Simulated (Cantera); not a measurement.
# Hydrocarbon pyrolysis for carbon deposition

A perfectly stirred reactor is fed with 33.3 % C3H8, 66.7 % H2, at 0.368 Torr; it is held at 1750 K, and followed from long to short residence time.

Model: GRI-Mech 3.0 (53 species, 325 reactions), integrated in Cantera. GRI-Mech 3.0 was tuned for natural gas; its chemistry of propane as a main component is partial and can be far from experiment. GRI-Mech 3.0 stops at C3 and has no aromatics, soot or wall deposition, so with more carbon than oxygen in the feed, carbon stays in small species such as C2H2 where larger ones or solid carbon would form. Radical loss at walls, strong at low pressure, is not modelled.

```json
[
 {"τ (s)": "10", "x C3H8": "2.73e-5", "x H2": "0.724", "x C2H4": "0.000614", "x H": "0.00357", "x C2H2": "0.241"},
 {"τ (s)": "4.0", "x C3H8": "6.73e-5", "x H2": "0.712", "x C2H4": "0.00142", "x H": "0.00373", "x C2H2": "0.236"},
 {"τ (s)": "1.6", "x C3H8": "0.000165", "x H2": "0.695", "x C2H4": "0.00319", "x H": "0.00396", "x C2H2": "0.229"},
 {"τ (s)": "0.64", "x C3H8": "0.000406", "x H2": "0.674", "x C2H4": "0.00695", "x H": "0.00424", "x C2H2": "0.218"},
 {"τ (s)": "0.26", "x C3H8": "0.000983", "x H2": "0.647", "x C2H4": "0.0145", "x H": "0.00454", "x C2H2": "0.203"},
 {"τ (s)": "0.10", "x C3H8": "0.00252", "x H2": "0.615", "x C2H4": "0.0299", "x H": "0.00489", "x C2H2": "0.179"},
 {"τ (s)": "0.041", "x C3H8": "0.00611", "x H2": "0.584", "x C2H4": "0.0545", "x H": "0.00519", "x C2H2": "0.147"},
 {"τ (s)": "0.016", "x C3H8": "0.0156", "x H2": "0.555", "x C2H4": "0.0906", "x H": "0.00537", "x C2H2": "0.102"},
 {"τ (s)": "0.0065", "x C3H8": "0.0387", "x H2": "0.539", "x C2H4": "0.122", "x H": "0.00507", "x C2H2": "0.0532"}
]
```
x: mole fraction; the columns are a selection and need not sum to one.
